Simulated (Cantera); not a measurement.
Charge: 1 mol FeS, 3 mol O₂, 2.5 mol N₂, held at 0.110 bar.

Cantera equilibrium calculation (NASA polynomials, part measured and part estimated; ideal gas, pure solids and liquids). Candidate condensed phases: Fe, FeO, FeS, FeSO₄, FeS₂, Fe₂O₃, Fe₂(SO₄)₃, Fe₃O₄, S; 19 gas species. Equilibrium is a limit: real reactors are often held back by kinetics, nucleation or transport.

Question: Which condensed phases are stable at each of these points (T (°C)): 400, 425, 450, 475, 500, 525, 550, 575, 600, 625, 650, 675, 700, 725?

Answer: 
```csv
T (°C),condensed phases,Fe condensed (%)
400,Fe₂O₃(s) + Fe₂(SO₄)₃(s),100.0
425,Fe₂O₃(s) + Fe₂(SO₄)₃(s),100.0
450,Fe₂O₃(s) + Fe₂(SO₄)₃(s),100.0
475,Fe₂O₃(s) + Fe₂(SO₄)₃(s),100.0
500,Fe₂O₃(s) + Fe₂(SO₄)₃(s),100.0
525,Fe₂O₃(s) + Fe₂(SO₄)₃(s),100.0
550,Fe₂O₃(s) + Fe₂(SO₄)₃(s),100.0
575,Fe₂O₃(s) + Fe₂(SO₄)₃(s),100.0
600,Fe₂O₃(s) + Fe₂(SO₄)₃(s),100.0
625,Fe₂O₃(s),100.0
650,Fe₂O₃(s),100.0
675,Fe₂O₃(s),100.0
700,Fe₂O₃(s),100.0
725,Fe₂O₃(s),100.0
```

From 400 °C to 600 °C the condensed part is Fe₂O₃(s) + Fe₂(SO₄)₃(s). From 625 °C to 725 °C the condensed part is Fe₂O₃(s).
